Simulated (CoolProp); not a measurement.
A single-stage vapour-compression cycle with propylene: evaporating at 273.15 K (dew point), condensing at 323.15 K (bubble point), superheat 0 K, subcooling 8 K, compressor efficiency 0.8, no pressure losses. Each further row changes one setting.

Computed with CoolProp (reference Helmholtz-energy equation of state, Lemmon 2013).

```
case                              cooling COP  pressure ratio  discharge temperature (K)  refrigerating effect (kJ/kg)  volumetric capacity (kJ/m³)
--------------------------------  -----------  --------------  -------------------------  ----------------------------  ---------------------------
as stated                                3.47            3.52                      340.9                           267                         3290
evaporating temperature 278.15 K         4.02            3.04                          …                           272                            …
condensing temperature 318.15 K             …               …                      334.6                           281                         3470
subcooling 13 K                          3.66            3.52                      340.9                           281                         3470
superheat 10 K                           3.49            3.52                      350.7                           284                         3320
compressor efficiency 0.7                3.04            3.52                      346.0                           267                         3290
```

**Question.** Complete the blanks.

**Answer.** 
- evaporating temperature 278.15 K, discharge temperature (K): 338.8
- evaporating temperature 278.15 K, volumetric capacity (kJ/m³): 3870
- condensing temperature 318.15 K, cooling COP: 4.01
- condensing temperature 318.15 K, pressure ratio: 3.16
